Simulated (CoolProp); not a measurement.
Propylene along the isotherm 14.65 °C: fugacity coefficient from the reference equation and from simpler models built on Tc = 91.1 °C, pc = 45.55 bar, ω = 0.146; each cubic takes its own stable root.

Model: reference Helmholtz-energy equation of state, Lemmon 2013, in CoolProp.

```
p (bar)   phase  reference
-------  ------  ---------
50.6     liquid     0.1728
101      liquid     0.1021
152      liquid    0.07983
202      liquid    0.07032
253      liquid    0.06579
304      liquid    0.06404
354      liquid    0.06402
405      liquid    0.06524
455      liquid    0.06741
```

How far does each simpler model (Redlich-Kwong, Peng-Robinson) lie from the reference over these 9 states: mean and median of the absolute difference, and the worst?


- Redlich-Kwong: mean 21.2 %, median 21.6 %, worst +25.3 % at 14.65 °C and 455 bar
- Peng-Robinson: mean 4.6 %, median 4.6 %, worst -8.6 % at 14.65 °C and 455 bar
